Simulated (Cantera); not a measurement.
## Premixed flame

A freely propagating, adiabatic, planar premixed flame of H2 : O2 : N2 = 1 : 0.5 : 1.55 (molar parts), unburnt at 400 K and 100.0 Torr; mixture-averaged transport, grid criteria slope 0.08 and curve 0.16, no radiation.

Computed with Cantera and the H2/O2 subset of GRI-Mech 3.0, which has no nitrogen chemistry. Burning velocities carry a grid error of a few per cent, more on coarse grids.

```tsv
z (mm)	T (K)	u (m/s)	x H2	x O2	x H2O	x OH	x O	x H2O2
-16.1	400	3.57	0.328	0.164	<1e-8	<1e-8	<1e-8	<1e-8
-10.8	400	3.57	0.328	0.164	<1e-8	<1e-8	<1e-8	<1e-8
-8.06	400	3.57	0.328	0.164	<1e-8	<1e-8	<1e-8	<1e-8
-5.38	400	3.57	0.328	0.164	<1e-8	<1e-8	<1e-8	<1e-8
-2.69	402	3.58	0.327	0.164	4.64e-5	4.93e-6	6.75e-7	8.33e-7
-1.34	587	5.14	0.301	0.161	0.0135	0.000676	0.000115	1.56e-5
0	1072	9.02	0.160	0.114	0.119	0.00294	0.00699	7.86e-7
1.34	1378	11.5	0.0581	0.0464	0.235	0.00890	0.0158	9.91e-7
2.69	1506	12.4	0.0519	0.0379	0.250	0.0118	0.0165	7.42e-7
5.38	1651	13.5	0.0538	0.0343	0.259	0.0150	0.0157	4.31e-7
10.8	1812	14.6	0.0542	0.0305	0.269	0.0181	0.0139	2.21e-7
21.5	1980	15.8	0.0524	0.0265	0.282	0.0205	0.0114	1.17e-7
43.0	2145	16.9	0.0482	0.0223	0.297	0.0214	0.00853	7.25e-8
```
x: mole fraction of selected species; z is measured from the peak of heat release.

```yaml
laminar_burning_velocity: 357 cm/s
thermal_thickness: 5.38 mm
peak x(OH): 0.0214
peak x(O): 0.0165
peak x(H2O2): 1.78e-5
grid_points: 136
```
